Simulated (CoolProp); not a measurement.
Vapour-liquid equilibrium of acetone (1) + n-dodecane (2) at 0.698 bar; x and y are mole fractions of (1).

Model: multi-fluid Helmholtz-energy mixture model, Lemmon 2006 and Lemmon 2004; pair parameters Bell 2016, in CoolProp.

| x | bubble temperature (K) | y at the bubble point | dew temperature at overall composition x (K) | liquid density (mol/L) |
|---|---|---|---|---|
| 0.05 | 423.1 | 0.785 | … | … |
| 0.2 | 349.7 | 0.993 | 465.7 | 4.873 |
| 0.35 | 330.2 | 0.998 | 458.2 | 5.682 |
| 0.5 | 324.9 | 0.999 | 449.1 | 6.614 |
| 0.65 | 323.9 | 0.999 | 437.6 | 7.807 |
| 0.8 | 322.8 | 0.999 | 421.0 | 9.465 |
| 0.95 | 320.0 | 1.000 | 386.3 | … |

**Question.** Complete the blanks.

**Answer.** 
- 0.05, dew temperature at overall composition x (K): 472.3
- 0.05, liquid density (mol/L): 3.967
- 0.95, liquid density (mol/L): 11.97

No azeotrope shows between x = 0.05 and 0.95.

The pair parameters rest on a limited set of measurements; away from them the model extrapolates. The gap from Raoult's law changes sign with composition, which may be real or a fault of the pair parameters; it wasn't checked against measurements. With so large a gap from Raoult's law the liquid may split in two, which this calculation doesn't test in full.
